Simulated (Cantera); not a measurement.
Equilibrium for boron, boron nitride and boron oxide: B₂H₆ + NH₃ + H₂

Charge: 1 mol B₂H₆, 0.79 mol NH₃, a varied amount of H₂, at 10.0 Pa.

Equilibrium computed with Cantera from the NASA thermochemical tables; the gas is ideal and each condensed phase is pure. Candidate condensed phases: B, BN; 15 gas species. The feed counts by its element totals alone. Mutual solubility and eutectic melting of coexisting phases are not modelled. Rates play no part.

Stable condensed phases:

```
T in K \ n(H₂) in mol
         1.6 2.6 4.4 7.3  12  21  34  57  96
   2473    A   A   A   A   A   A   A   A   A
   2323    B   B   A   A   A   A   A   A   A
   2173    B   B   B   B   B   B   B   B   A
   2023    B   B   B   B   B   B   B   B   B
   1873    B   B   B   B   B   B   B   B   B
   1723    C   C   C   C   C   C   C   B   B
   1573    C   C   C   C   C   C   C   C   C
   1423    C   C   C   C   C   C   C   C   C
   1273    C   C   C   C   C   C   C   C   C
   1123    C   C   C   C   C   C   C   C   C
    973    C   C   C   C   C   C   C   C   C
    823    C   C   C   C   C   C   C   C   C
```

A: gas only; B: B; C: B + BN.
